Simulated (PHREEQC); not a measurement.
A solution holds 0.0011 mol AgF, 0.0026 mol HF and 0.0022 mol Na2SO4 per kg of water, at 20 °C. Closed to the air; pH follows from the charge balance.

Computed with PHREEQC (ion-association model, wateq4f.dat).

| quantity | before | after |
|---|---|---|
| pH | 3.15 | 3.02 |
| ionic strength (mol/kgw) | 0.00825 | 0.00745 |
| F- (mol/kgw) | 0.00194 | 0.00117 |
| HF (mol/kgw) | 0.00171 | 0.00141 |
| HF2- (mol/kgw) | 1.22e-5 | 6.05e-6 |

Problem. Name the change that produced these shifts.
A) AgF left out
B) HF replaced by KF at the same molality
C) temperature from 20 to 10 °C
D) Na2SO4 left out
E) AgF replaced by NH4HF2 at the same molality

Solution. A, AgF left out

No solid was allowed to form.
